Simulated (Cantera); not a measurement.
An isothermal, constant-pressure homogeneous reactor starts with 24.2 % H2, 75.8 % O2, equivalence ratio 0.16, at 1275 K and 11.3 Torr.

Computed with Cantera and GRI-Mech 3.0 (53 species, 325 reactions). Radical loss at walls, strong at low pressure, is not modelled. The temperature is held fixed by assumption; the heat of reaction is taken as removed at once.

One state of this run: x H2 = 0.00192; x O2 = 0.712; x OH = 0.00566; x H = 0.00336; x HO2 = 7.96e-6. x: mole fraction; the columns are a selection and need not sum to one.

**Question.** Which value of t (s) does it belong to?
A) 0.0259
B) 4.70e-5
C) 0.00316
D) 0.00110

**Answer.** A, 0.0259
